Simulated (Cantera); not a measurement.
# Si + Cl2 + H2 (chlorosilane synthesis and conversion)

Feed: 1 mol Si, 1.8 mol Cl2, 0.2 mol H2, held at 575 K and 100000 Pa.

Equilibrium computed with Cantera from the NASA thermochemical tables; the gas is ideal and each condensed phase is pure. Candidate condensed phases: Si; 19 gas species. Equilibrium is a limit: real reactors are often held back by kinetics, nucleation or transport.

```json
{
 "x(SiCl4)": "0.755",
 "x(H2)": "0.129",
 "x(SiHCl3)": "0.115",
 "x(SiH2Cl2)": "0.000814",
 "x(HCl)": "1.25e-5",
 "x(SiH3Cl)": "1.09e-6",
 "n(Si(s))": "0.0687 mol",
 "gas_amount": "1.069 mol"
}
```
